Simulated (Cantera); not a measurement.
Adiabatic ignition

An adiabatic, constant-volume homogeneous reactor starts with CO : H2 : O2 : N2 = 1 : 0.1 : 1.57 : 5.91 (molar parts), at 975 K and 7.50 bar.

Cantera simulation using GRI-Mech 3.0 (53 species, 325 reactions); the numbers are that mechanism's predictions, not measurements. The hydrogen kinetics of GRI-Mech 3.0 are dated; newer H2 mechanisms differ, most at raised pressure.

```json
[
 {"t (s)": "9.00e-6", "T (K)": "975", "P (bar)": "7.50", "x CO": "0.117", "x H2": "0.0117", "x O2": "0.183", "x HO2": "9.35e-10", "x N2O": "<1e-12"},
 {"t (s)": "2.62e-5", "T (K)": "975", "P (bar)": "7.50", "x CO": "0.117", "x H2": "0.0117", "x O2": "0.183", "x HO2": "4.10e-9", "x N2O": "<1e-12"},
 {"t (s)": "7.65e-5", "T (K)": "975", "P (bar)": "7.50", "x CO": "0.117", "x H2": "0.0117", "x O2": "0.183", "x HO2": "1.42e-8", "x N2O": "<1e-12"},
 {"t (s)": "0.000223", "T (K)": "975", "P (bar)": "7.50", "x CO": "0.117", "x H2": "0.0117", "x O2": "0.183", "x HO2": "4.76e-8", "x N2O": "<1e-12"},
 {"t (s)": "0.000651", "T (K)": "975", "P (bar)": "7.50", "x CO": "0.117", "x H2": "0.0117", "x O2": "0.183", "x HO2": "1.90e-7", "x N2O": "1.54e-12"},
 {"t (s)": "0.00190", "T (K)": "975", "P (bar)": "7.50", "x CO": "0.117", "x H2": "0.0117", "x O2": "0.183", "x HO2": "1.35e-6", "x N2O": "1.26e-11"},
 {"t (s)": "0.00553", "T (K)": "979", "P (bar)": "7.53", "x CO": "0.116", "x H2": "0.0116", "x O2": "0.183", "x HO2": "8.92e-6", "x N2O": "2.52e-10"},
 {"t (s)": "0.0161", "T (K)": "2224", "P (bar)": "16.0", "x CO": "0.000618", "x H2": "1.12e-5", "x O2": "0.127", "x HO2": "3.03e-6", "x N2O": "2.07e-6"},
 {"t (s)": "0.0470", "T (K)": "2212", "P (bar)": "15.9", "x CO": "0.000579", "x H2": "1.06e-5", "x O2": "0.125", "x HO2": "2.88e-6", "x N2O": "2.02e-6"},
 {"t (s)": "0.137", "T (K)": "2201", "P (bar)": "15.9", "x CO": "0.000542", "x H2": "9.98e-6", "x O2": "0.123", "x HO2": "2.74e-6", "x N2O": "1.98e-6"},
 {"t (s)": "0.400", "T (K)": "2199", "P (bar)": "15.8", "x CO": "0.000535", "x H2": "9.88e-6", "x O2": "0.122", "x HO2": "2.72e-6", "x N2O": "1.98e-6"}
]
```
x: mole fraction; the columns are a selection and need not sum to one.

- time of steepest temperature rise = 15.1 ms
- temperature at 0.400 s = 2199 K
- equilibrium temperature = 2199 K
- x(CO) at 0.400 s = 0.000535 (gas-phase equilibrium 0.000535)
- x(H2) at 0.400 s = 9.88e-6 (gas-phase equilibrium 9.88e-6)
- x(O2) at 0.400 s = 0.122 (gas-phase equilibrium 0.122)
